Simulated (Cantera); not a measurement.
Charge: 1 mol Si3N4, 4.4 mol Cl2, 17 mol H2, at 873 K and 26000 Pa.

Method: chemical equilibrium by Gibbs-energy minimisation in Cantera with the NASA 1993 tables (ideal gas, pure condensed phases). Candidate condensed phases: NH4Cl, Si, Si3N4; 28 gas species. Kinetics and transport are ignored.

Base state: H2 0.675, HCl 0.259, SiCl4 0.0391, N2 0.0262, SiHCl3 0.000218, NH3 3.54e-5 (mole fractions); condensed: Si3N4(s).

Question: What changes in the equilibrium state with this change: Si3N4 replaced by BN?

Answer: 
```json
[
 {"species": "H2", "before": "0.675", "after": "0.589"},
 {"species": "HCl", "before": "0.259", "after": "0.411"},
 {"species": "N2", "before": "0.0262", "after": "4.62e-6"},
 {"species": "SiCl4", "before": "0.0391", "after": "0"},
 {"species": "SiHCl3", "before": "0.000218", "after": "0"},
 {"species": "NH3", "before": "3.54e-5", "after": "3.83e-7"},
 {"species": "Si3N4(s), mol", "before": "0.723", "after": "0"},
 {"species": "BN(s), mol", "before": "0", "after": "1.000"}
]
```
Further candidate phases: B, BN.
